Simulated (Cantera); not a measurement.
Mixture: 1.44 % C3H8, 14.7 % O2, 83.9 % N2, at 1280 Torr, adiabatic and at constant volume. Ignition delay is the time to a rise of 400 K.

Cantera simulation using GRI-Mech 3.0 (53 species, 325 reactions); the numbers are that mechanism's predictions, not measurements. GRI-Mech 3.0 was tuned for natural gas; its chemistry of propane as a main component is partial and can be far from experiment. Where the delays flatten at high temperature, the 400 K rule measures the pace of heat release, not the induction time.

### Question
Predict: delay at 1000 K; delay at 1200 K; delay at 1400 K; delay at 1600 K; delay at 1800 K.

### Answer
```
Item               Result
---------------  --------
delay at 1000 K   0.458 s
delay at 1200 K   5.34 ms
delay at 1400 K  0.186 ms
delay at 1600 K   26.8 µs
delay at 1800 K   9.87 µs
```
